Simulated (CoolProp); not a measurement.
R410A at 298.15 K and 3.29 MPa flows at 0.56 m/s in a round tube of 20 mm bore and 0.25 µm roughness, fully developed (64/Re and Nu = 3.66 if laminar; Colebrook and Gnielinski if turbulent). Each further row changes one setting.

Computed with CoolProp (reference Helmholtz-energy equation of state, Lemmon 2003). It is a pseudo-pure fit of the blend.

```csv
case,Reynolds number,Darcy friction factor,pressure drop (Pa/m),heat-transfer coefficient (W/(m² K)),mass flow (kg/h)
as stated,96800,___,153,___,680
velocity 1.12 m/s,194000,0.0158,___,2770,___
diameter 40 mm,194000,0.0158,66.5,___,___
```

**Question.** Complete the blanks.

**Answer.** 
- as stated, Darcy friction factor: 0.0182
- as stated, heat-transfer coefficient (W/(m² K)): 1550
- velocity 1.12 m/s, pressure drop (Pa/m): 533
- velocity 1.12 m/s, mass flow (kg/h): 1360
- diameter 40 mm, heat-transfer coefficient (W/(m² K)): 1380
- diameter 40 mm, mass flow (kg/h): 2720

Viscosity comes from a separate model (Geller 2000). Thermal conductivity comes from a separate model (Geller 2001).
